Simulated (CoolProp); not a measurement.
The fluid at 357.72 K and 0.271 MPa (stagnation) flows isentropically through a choked orifice. The same conditions are run with several fluids, on thermodynamics alone (safety and materials aside).

Model: reference Helmholtz-energy equation of state of each fluid (R11: Jacobsen 1992; nitrogen: Span 2000; ammonia: Gao 2020; R123: Younglove 1994; methane: Setzmann 1991), in CoolProp.

```json
[
 {"fluid": "R11", "throat to inlet pressure ratio": "0.587", "mass flux (kg/(m² s))": "1180", "throat temperature (K)": "338.2"},
 {"fluid": "nitrogen", "throat to inlet pressure ratio": "0.528", "mass flux (kg/(m² s))": "570", "throat temperature (K)": "298.1"},
 {"fluid": "ammonia", "throat to inlet pressure ratio": "0.546", "mass flux (kg/(m² s))": "435", "throat temperature (K)": "311.7"},
 {"fluid": "R123", "throat to inlet pressure ratio": "0.595", "mass flux (kg/(m² s))": "1240", "throat temperature (K)": "342.9"},
 {"fluid": "methane", "throat to inlet pressure ratio": "0.546", "mass flux (kg/(m² s))": "419", "throat temperature (K)": "312.3"}
]
```
